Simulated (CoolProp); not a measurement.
A single-stage vapour-compression cycle with the fluid: evaporating at 237.15 K (dew point), condensing at 286.15 K (bubble point), superheat 2 K, subcooling 8 K, compressor efficiency 0.9, no pressure losses. The same conditions are run with several fluids, on thermodynamics alone (safety and materials aside).

Computed with CoolProp (reference Helmholtz-energy equation of state of each fluid (R21: Platzer 1990; R13: Platzer 1990; cis-2-butene: Lemmon 2005; ethane: Bücker 2006; sulfur dioxide: Gao 2016; R152A: Outcalt 1996)). The equations of Platzer and Polt are older, rougher fits.

Question: Rank R21, R13, cis-2-butene, ethane, sulfur dioxide, R152A by cooling COP, highest first.

Answer: cis-2-butene (3.89), R21 (3.87), R152A (3.81), sulfur dioxide (3.65), ethane (3.19), R13 (3.10)

```tsv
fluid	pressure ratio	discharge temperature (K)	refrigerating effect (kJ/kg)	volumetric capacity (kJ/m³)
R21	9.85	340.1	222	140
R13	3.92	305.2	78.8	3360
cis-2-butene	8.65	311.9	367	173
ethane	3.65	314.8	278	4370
sulfur dioxide	9.44	395.9	357	317
R152A	7.12	319.7	274	542
```
